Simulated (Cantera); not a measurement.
# Silicon epitaxy and polysilicon growth: SiH2Cl2 + N2

Feed: 1 mol SiH2Cl2, 81 mol N2, equilibrated at 0.770 bar.

Cantera equilibrium calculation (NASA polynomials, part measured and part estimated; ideal gas, pure solids and liquids). Candidate condensed phases: NH4Cl, Si, Si3N4; 28 gas species. N2 is the only nitrogen source here; it is nearly inert below about 1500 K, so the nitride shown seldom forms there in practice. The tables' values for SiCl3 are old estimates; treat these amounts as uncertain. The numbers say what is thermodynamically allowed, not how fast it happens.

From 1125 K to 1675 K the condensed part is Si3N4(s). The main Si-bearing gas is SiCl4 at 1125 K and SiCl2 at 1675 K. The share of Si in condensed phases is highest at 1325 K (87.4 %) and lowest at 1675 K (70.5 %).

```
T (K)   x N2   x HCl     x H2   x SiCl2   x SiCl4  n Si3N4(s)
-----  -----  ------  -------  --------  --------  ----------
1125   0.977  0.0177  0.00329   4.35e-7   0.00164       0.288
1175   0.977  0.0179  0.00319   1.53e-6   0.00158       0.289
1225   0.977  0.0181  0.00310   4.82e-6   0.00152       0.290
1275   0.977  0.0182  0.00303   1.38e-5   0.00146       0.291
1325   0.977  0.0184  0.00297   3.63e-5   0.00139       0.291
1375   0.977  0.0184  0.00293   8.79e-5   0.00130       0.291
1425   0.977  0.0184  0.00293  0.000196   0.00118       0.289
1475   0.977  0.0183  0.00298  0.000402   0.00102       0.284
1525   0.977  0.0181  0.00310  0.000754  0.000821       0.277
1575   0.977  0.0176  0.00332   0.00128  0.000600       0.266
1625   0.976  0.0169  0.00365   0.00198  0.000393       0.252
1675   0.976  0.0160  0.00410   0.00278  0.000232       0.235
```
x: gas mole fraction; n: condensed amount in mol.
